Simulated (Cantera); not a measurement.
A Cantera script and its output.

```python
import numpy as np
import cantera as ct

gas = ct.Solution("gri30.yaml")
gas.TPX = 750, 101325, {'CH4': 1, 'C2H6': 0.35, 'C3H8': 0.96, 'O2': 7.3, 'N2': 27.4, 'H2O': 9.1}
inlet = ct.Reservoir(gas, clone=True)
gas.equilibrate("HP")  # start burning
reactor = ct.IdealGasConstPressureReactor(gas, energy="on", clone=False)
exhaust = ct.Reservoir(gas, clone=True)
tau = [0.06, 0.02, 0.0065, 0.0021, 0.00071, 0.00023, 7.8e-05, 2.6e-05, 8.5e-06][0]
for a, b in ((inlet, reactor), (reactor, exhaust)):
    ct.MassFlowController(a, b, mdot=lambda t: reactor.mass / tau)
net = ct.ReactorNet([reactor])
show = ['CH4', 'C2H6', 'C3H8', 'NO', 'H2O2', 'C2H']

rows = []
print(f"{'tau/s':>10s}{'T/K':>9s}" + "".join(f"{s:>11s}" for s in show))
for tau in [0.06, 0.02, 0.0065, 0.0021, 0.00071, 0.00023, 7.8e-05, 2.6e-05, 8.5e-06]:
    net.initial_time = 0.0
    net.advance(30 * tau)
    before = gas.X
    net.advance(40 * tau)
    drift = np.max(np.abs(gas.X - before) / (gas.X + 1e-9))
    rows.append([gas.T, *gas[show].X, drift])
    print(f"{tau:10.3e}{gas.T:9.1f}" + "".join(f"{x:11.3e}" for x in gas[show].X))
```

Output:

```
     tau/s      T/K        CH4       C2H6       C3H8         NO       H2O2        C2H
 6.000e-02   2185.3  3.514e-06  5.630e-08  1.519e-07  3.595e-04  6.197e-08  1.108e-08
 2.000e-02   2162.7  6.247e-06  1.566e-07  4.026e-07  2.797e-04  9.215e-08  2.435e-08
 6.500e-03   2126.3  1.145e-05  4.340e-07  1.049e-06  2.092e-04  1.388e-07  5.035e-08
 2.100e-03   2074.6  2.312e-05  1.182e-06  2.686e-06  1.484e-04  2.062e-07  9.764e-08
 7.100e-04   2012.2  5.201e-05  3.124e-06  6.763e-06  1.003e-04  2.963e-07  1.795e-07
 2.300e-04   1935.7  1.474e-04  9.391e-06  1.966e-05  6.084e-05  4.259e-07  3.562e-07
 7.800e-05   1817.3  6.892e-04  4.235e-05  8.599e-05  2.429e-05  6.572e-07  7.906e-07
 2.600e-05    750.0  2.169e-02  7.591e-03  2.082e-02 -3.421e-19  1.505e-17  3.566e-40
 8.500e-06    750.0  2.169e-02  7.591e-03  2.082e-02  5.671e-24  1.622e-18  2.719e-41
```

Model: GRI-Mech 3.0 (53 species, 325 reactions), integrated in Cantera. GRI-Mech 3.0 was tuned for natural gas; its chemistry of propane as a main component is partial and can be far from experiment.
